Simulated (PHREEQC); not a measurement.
## Brine: an equilibrium model

Solution (72 °C): 2.4 mol/kgw CaCl2. Closed to the air; pH follows from the charge balance.

Model: Pitzer model, pitzer.dat, run in PHREEQC.

No solid was allowed to form.

**Question.** Predict the activity of water, density.

**Answer.** activity of water 0.832; density 1.161 g/cm³.

Species that the database lacks are ignored. At this temperature some constants are extrapolated from 25 °C, and those without enthalpy data are left unchanged.
